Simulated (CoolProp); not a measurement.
n-hexane along the isobar 17 bar: density (kg/m³) from the reference equation and from simpler models built on Tc = 507.8 K, pc = 30.44 bar, ω = 0.300; each cubic takes its own stable root.

Values from CoolProp's reference Helmholtz-energy equation of state, Thol 2019.

```csv
T (K),phase,reference
430,liquid,515.2
454.3,liquid,475.8
478.6,gas,53.71
502.9,gas,46.24
527.1,gas,41.52
551.4,gas,38.05
575.7,gas,35.33
600,gas,33.10
```

### Question
How far does each simpler model (van der Waals, Redlich-Kwong, Soave-Redlich-Kwong, Peng-Robinson) lie from the reference over these 8 states: mean and median of the absolute difference, and the worst?

### Answer
- van der Waals: mean 18.5 %, median 3.5 %, worst -88.5 % at 454.3 K and 17 bar
- Redlich-Kwong: mean 5.8 %, median 1.3 %, worst -20.5 % at 454.3 K and 17 bar
- Soave-Redlich-Kwong: mean 4.3 %, median 1.0 %, worst -15.1 % at 454.3 K and 17 bar
- Peng-Robinson: mean 1.5 %, median 1.4 %, worst -3.8 % at 454.3 K and 17 bar

At some of these states van der Waals gives the other phase, because its saturation line lies elsewhere.
